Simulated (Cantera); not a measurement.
Moist CO burnout

An isothermal, constant-pressure homogeneous reactor starts with 0.172 % CO, 3.93 % O2, 0.115 % H2O, 95.8 % N2, equivalence ratio 0.022, at 1500 K and 1.00 bar.

Detailed kinetics in Cantera: GRI-Mech 3.0 (53 species, 325 reactions).

```csv
t (s),x CO,x O2,x H2O,x HO2,x NO
2.00e-6,0.00172,0.0393,0.00115,1.68e-11,<1e-12
1.35e-5,0.00172,0.0393,0.00115,1.12e-10,<1e-12
9.18e-5,0.00172,0.0393,0.00115,6.82e-10,<1e-12
0.000621,0.00172,0.0393,0.00115,3.89e-9,<1e-12
0.00421,0.00139,0.0390,0.00110,9.54e-7,7.28e-9
0.0285,2.17e-5,0.0384,0.00113,1.69e-7,8.60e-7
0.193,1.72e-7,0.0384,0.00115,9.04e-9,9.93e-7
1.31,4.33e-8,0.0384,0.00115,5.82e-9,1.02e-6
8.86,4.33e-8,0.0384,0.00115,5.82e-9,1.17e-6
60.0,4.33e-8,0.0384,0.00115,5.82e-9,2.17e-6
```
x: mole fraction; the columns are a selection and need not sum to one.

Equilibrium at this temperature and pressure: CO 4.35e-8, O2 0.0382, H2O 0.00115, HO2 5.78e-9, NO 0.000578 (gas phase only).
